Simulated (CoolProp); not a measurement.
Vinyl chloride at 293.15 K and 0.642 MPa is throttled through a valve to 0.18 MPa with no heat exchange. Each further row changes one setting.

The numbers come from the reference Helmholtz-energy equation of state, Thol 2022 in CoolProp.

```tsv
case	temperature change (K)	final phase	final density (kg/m³)
as stated	[?]	two-phase, vapour fraction 0.084	58.0
outlet pressure 0.054 MPa	-48.2	two-phase, vapour fraction 0.197	[?]
outlet pressure 0.234 MPa	[?]	[?]	112
```

Problem. Complete the blanks.

Solution. 
- as stated, temperature change (K): -19.0
- outlet pressure 0.054 MPa, final density (kg/m³): 8.52
- outlet pressure 0.234 MPa, temperature change (K): -11.5
- outlet pressure 0.234 MPa, final phase: two-phase, vapour fraction 0.052
